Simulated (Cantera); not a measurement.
Feed: 1 mol Si, 1.5 mol HF, 79 mol N₂, equilibrated at 1148 K and 2.60 Pa.

Method: chemical equilibrium by Gibbs-energy minimisation in Cantera with the NASA 1993 tables (ideal gas, pure condensed phases). Candidate condensed phases: Si, Si₃N₄; 37 gas species. N₂ is the only nitrogen source here; it is nearly inert below about 1500 K, so the nitride shown seldom forms there in practice. The tables' values for SiF₃, SiF₂ are old estimates; treat these amounts as uncertain. Rates play no part.

Base state: N₂ 0.986, H₂ 0.00929, SiF₄ 0.00445, SiF₃ 0.000251, HF 0.000227, SiF₂ 1.80e-5 (mole fractions); condensed: Si₃N₄(s).

Task: What changes in the equilibrium state with this change: HF from 1.5 to 9.3 mol?

Result: 
| species | before | after |
|---|---|---|
| N₂ | 0.986 | 0.905 |
| HF | 0.000227 | 0.0607 |
| H₂ | 0.00929 | 0.0229 |
| SiF₄ | 0.00445 | 0.0115 |
| SiF₂ | 1.80e-5 | 1.60e-9 |
| SiF₃ | 0.000251 | 3.79e-6 |
| Si₃N₄(s), mol | 0.208 | 0 |
